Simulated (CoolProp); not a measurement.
Vapour-liquid equilibrium of R22 (1) + R123 (2) at 0.601 MPa; x and y are mole fractions of (1).

Computed with CoolProp (multi-fluid Helmholtz-energy mixture model, Kamei 1995 and Younglove 1994; pair parameters Bell 2016).

| x | bubble temperature (°C) | y at the bubble point | dew temperature at overall composition x (°C) | liquid density (mol/L) |
|---|---|---|---|---|
| 0.05 | 79.7 | 0.207 | 86.4 | 8.709 |
| 0.2 | (withheld) | (withheld) | (withheld) | 9.615 |
| 0.35 | 40.3 | 0.805 | 72.9 | 10.49 |
| 0.5 | 28.5 | 0.896 | 64.5 | 11.35 |
| 0.65 | (withheld) | 0.945 | 54.4 | 12.24 |
| 0.8 | 13.1 | (withheld) | (withheld) | 13.18 |
| 0.95 | 7.6 | 0.994 | 18.7 | (withheld) |

Fill in the missing entries.


- 0.2, bubble temperature (°C): 57.1
- 0.2, y at the bubble point: 0.614
- 0.2, dew temperature at overall composition x (°C): 80.0
- 0.65, bubble temperature (°C): 19.8
- 0.8, y at the bubble point: 0.974
- 0.8, dew temperature at overall composition x (°C): 40.9
- 0.95, liquid density (mol/L): 14.21

No azeotrope shows between x = 0.05 and 0.95.

Pair parameters are fitted to limited data, so mixtures are less certain than the pure fluids.
